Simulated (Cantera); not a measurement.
A closed system holds: 1 mol Ti, 0.22 mol H2O, 2.5 mol H2, equilibrated at 1500 K and 10000 Pa.

Equilibrium computed with Cantera from the NASA thermochemical tables; the gas is ideal and each condensed phase is pure. Candidate condensed phases: H2O, Ti, TiO, TiO2, Ti2O3, Ti3O5, Ti4O7; 12 gas species. Mutual solubility and eutectic melting of coexisting phases are not modelled. TiO: taken at fixed stoichiometry. Condensed phases not in the tables: N, O or C dissolved in the metal. Equilibrium is a limit: real reactors are often held back by kinetics, nucleation or transport.

Base state: H2 1.000, H 5.57e-5 (mole fractions); condensed: Ti(β) + TiO(s).

Question: What changes in the equilibrium state with this change: Ti replaced by Pb?

Answer: 
```
species       before     after
-----------  -------  --------
H2             1.000     0.693
Pb                 0     0.246
H2O          5.69e-9    0.0610
Pb2                0  0.000103
H            5.57e-5   4.63e-5
Ti(β), mol     0.780         0
TiO(s), mol    0.220         0
Pb(l), mol         0     0.114
```
Further candidate phases: Pb, PbO, PbO2, Pb3O4.
